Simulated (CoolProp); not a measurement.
Vapour-liquid equilibrium of toluene (1) + n-dodecane (2) at 359.2 K; x and y are mole fractions of (1).

Model: multi-fluid Helmholtz-energy mixture model, Lemmon 2006 and Lemmon 2004; pair parameters Bell 2016, in CoolProp.

```csv
x,bubble pressure (MPa),y at the bubble point,dew pressure at overall composition x (MPa),liquid density (mol/L)
0.05,0.002917,0.670,0.001065,4.232
0.2,0.009700,0.917,0.001258,4.630
0.35,0.01718,0.962,0.001538,5.098
0.5,0.02456,0.980,0.001976,5.657
0.65,0.03158,0.989,0.002765,6.339
0.8,0.03840,0.994,0.004612,7.191
0.95,0.04533,0.999,0.01421,8.286
```

No azeotrope shows between x = 0.05 and 0.95.

Pair parameters are fitted to limited data, so mixtures are less certain than the pure fluids. The gap from Raoult's law changes sign with composition, which may be real or a fault of the pair parameters; it wasn't checked against measurements.
